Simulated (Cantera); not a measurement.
A closed system holds: 1 mol HMDSO, 7.1 mol NO, 110 mol N₂, 0.82 mol CO₂, held at 1400 K and 4.05 Torr.

Method: chemical equilibrium by Gibbs-energy minimisation in Cantera with the NASA 1993 tables (ideal gas, pure condensed phases). Candidate condensed phases: C, C₆H₆, C₇H₈, C₈H₁₈, H₂O, Si, SiC, SiO₂, Si₂N₂O, Si₃N₄; 151 gas species. The feed counts by its element totals alone. Mutual solubility and eutectic melting of coexisting phases are not modelled. The tables hold silica as quartz up to 1696 K and as liquid above; real silica turns to tridymite and cristobalite and melts near 1996 K. Rates play no part.

Base state: N₂ 0.877, H₂ 0.0697, CO 0.0529, SiO 0.000138, H 1.75e-5 (mole fractions); condensed: SiO₂(β-quartz) + Si₂N₂O(s).

Q: What changes in the equilibrium state with this change: NO from 7.1 to 0.78 mol?

A: 
| species | before | after |
|---|---|---|
| N₂ | 0.877 | 0.905 |
| H₂ | 0.0697 | 0.0744 |
| CO | 0.0529 | 0.0200 |
| SiO | 0.000138 | 8.50e-6 |
| HCN | 1.27e-6 | 0.000129 |
| H | 1.75e-5 | 1.81e-5 |
| SiO₂(β-quartz), mol | 1.27 | 0 |
| Si₂N₂O(s), mol | 0.354 | 0.999 |
| C(graphite), mol | 0 | 4.38 |

Q: What changes in the equilibrium state with this change: temperature from 1400 K to 2073.15 K?

A: 
```
species                before    after
-------------------  --------  -------
N₂                      0.877    0.861
H₂                     0.0697   0.0580
CO                     0.0529   0.0506
SiO                  0.000138   0.0152
OH                      <1e-9  9.81e-5
NO                      <1e-9  1.42e-5
O                       <1e-9  1.05e-5
H₂O                   7.18e-6  0.00580
SiO₂(β-quartz), mol      1.27        0
Si₂N₂O(s), mol          0.354        0
```
